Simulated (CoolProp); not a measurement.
The fluid at 293.15 K and 0.975 MPa expands adiabatically to 0.147 MPa with isentropic efficiency 1. The same conditions are run with several fluids, on thermodynamics alone (safety and materials aside).

The numbers come from the reference Helmholtz-energy equation of state of each fluid (ethylene: Smukala 2000; oxygen: Schmidt 1985; nitrogen: Span 2000; methane: Setzmann 1991) in CoolProp.

Question: Rank ethylene, oxygen, nitrogen, methane by work (kJ/kg), highest first.

Answer: methane (227), ethylene (128), nitrogen (126), oxygen (110)

```tsv
fluid	final temperature (K)	final density (kg/m³)
ethylene	191.2	2.68
oxygen	170.4	3.34
nitrogen	170.3	2.93
methane	183.7	1.56
```
